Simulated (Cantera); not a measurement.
A closed system holds: 1 mol Hg, 0.018 mol O2, a varied amount of H2, equilibrated at 1073.15 K and 0.100 bar.

Cantera equilibrium calculation (NASA polynomials, part measured and part estimated; ideal gas, pure solids and liquids). Candidate condensed phases: H2O, Hg, HgO; 10 gas species. Kinetics and transport are ignored.

Problem. At 5.9 mol H2, list the 3 most abundant gas species with their mole fractions, and the condensed phases.

Solution. H2 0.850, Hg 0.145, H2O 0.00522. Condensed: gas only.
